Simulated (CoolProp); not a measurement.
Model: reference Helmholtz-energy equation of state, Thol 2019, in CoolProp.

Q: For n-pentane, give the phase and the Z, cp (kJ/(kg K)), cv (kJ/(kg K)), isothermal compressibility (1/MPa) at -15.25 °C and 19.3 kPa; 187.75 °C and 1200 kPa; 203.25 °C and 811 kPa.

A: 
- -15.25 °C and 19.3 kPa: liquid; Z 0.000984, cp 2.15, cv 1.60, isothermal compressibility 0.00141
- 187.75 °C and 1200 kPa: gas; Z 0.855, cp 2.54, cv 2.31, isothermal compressibility 0.994
- 203.25 °C and 811 kPa: gas; Z 0.917, cp 2.52, cv 2.35, isothermal compressibility 1.35
